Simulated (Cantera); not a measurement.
A perfectly stirred reactor is fed with NO : N2 = 1 : 2.8 (molar parts), at 1.00 bar; it is held at 1725 K, and followed from long to short residence time.

Model: GRI-Mech 3.0 (53 species, 325 reactions), integrated in Cantera.

Question: Predict: x(NO) at τ = 23.0 s; x(N2) at τ = 23.0 s; x(NO2) at τ = 23.0 s; x(O2) at τ = 23.0 s; x(O) at τ = 23.0 s; x(NO) at τ = 51.0 ms; x(N2) at τ = 51.0 ms; x(NO2) at τ = 51.0 ms; x(O2) at τ = 51.0 ms; x(O) at τ = 51.0 ms.

Answer: 
```json
{
 "x(NO) at τ = 23.0 s": "0.137",
 "x(N2) at τ = 23.0 s": "0.800",
 "x(NO2) at τ = 23.0 s": "0.000222",
 "x(O2) at τ = 23.0 s": "0.0631",
 "x(O) at τ = 23.0 s": "1.49e-5",
 "x(NO) at τ = 51.0 ms": "0.262",
 "x(N2) at τ = 51.0 ms": "0.737",
 "x(NO2) at τ = 51.0 ms": "8.45e-5",
 "x(O2) at τ = 51.0 ms": "0.000358",
 "x(O) at τ = 51.0 ms": "3.15e-6"
}
```
